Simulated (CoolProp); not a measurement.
Saturation properties of isopentane (Tc = 187.2 °C, pc = 33.78 bar, ω = 0.227).

Model: reference Helmholtz-energy equation of state, Lemmon 2006, in CoolProp. It is a short technical equation, of lower accuracy than the large ones.

| T (°C) | p (bar) | vapour Z | surface tension (mN/m) | liquid viscosity (µPa s) | liquid conductivity (mW/(m K)) |
|---|---|---|---|---|---|
| 7.55 | 0.4740 | 0.9742 | 16.3 | 227 | 107 |
| 13.35 | 0.5966 | … | … | 215 | 105 |
| 19.15 | 0.7430 | 0.9645 | 15.1 | 204 | 103 |
| 25.05 | 0.9196 | … | 14.4 | 194 | 102 |
| 30.85 | 1.124 | 0.9526 | 13.8 | 184 | 99.9 |
| 36.65 | 1.361 | 0.9458 | 13.2 | 175 | 98.2 |
| 42.45 | 1.636 | 0.9384 | 12.6 | 166 | 96.5 |
| 48.25 | 1.951 | 0.9304 | 12.0 | 158 | 94.8 |
| 54.05 | 2.311 | 0.9217 | 11.4 | 151 | 93.1 |
| 59.85 | 2.720 | 0.9123 | 10.8 | 144 | 91.4 |
| 65.65 | 3.181 | 0.9023 | 10.2 | 137 | 89.6 |
| 71.55 | 3.708 | 0.8913 | … | 130 | 87.9 |
| 77.35 | 4.288 | 0.8798 | 9.02 | 124 | 86.2 |
| 83.15 | … | 0.8674 | 8.45 | 118 | 84.4 |
| 88.95 | 5.649 | 0.8543 | 7.88 | 112 | 82.7 |

Question: Complete the blanks.

Answer: 
- 13.35, vapour Z: 0.9696
- 13.35, surface tension (mN/m): 15.7
- 25.05, vapour Z: 0.9588
- 71.55, surface tension (mN/m): 9.60
- 83.15, p (bar): 4.934

It boils at 27.8 °C under 1 atm.

Viscosity comes from a separate model (Chung 1988), a generic estimate that can be far off for the liquid and wasn't checked against measurements. Thermal conductivity comes from a separate model (Vassiliou 2015). Surface tension comes from a separate correlation (Mulero 2012).
